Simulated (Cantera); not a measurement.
A closed system holds: 1 mol CH₄, 0.0085 mol O₂, a varied amount of H₂, at 2650 °C and 42.0 bar.

These are equilibrium values from Cantera (NASA tables, ideal gas, pure condensed phases), not measurements of a reactor. Candidate condensed phases: C, C₆H₆, C₇H₈, C₈H₁₈, H₂O; 110 gas species. The ideal-gas law is rough above about 30 bar. The numbers say what is thermodynamically allowed, not how fast it happens.

### Question
At 9.9 mol H₂, list the 5 most abundant gas species with their mole fractions, and the condensed phases.

### Answer
H₂ 0.938, C₂H₂ (acetylene) 0.0371, H 0.0185, CH₄ 0.00280, CO 0.00142. Condensed: gas only.
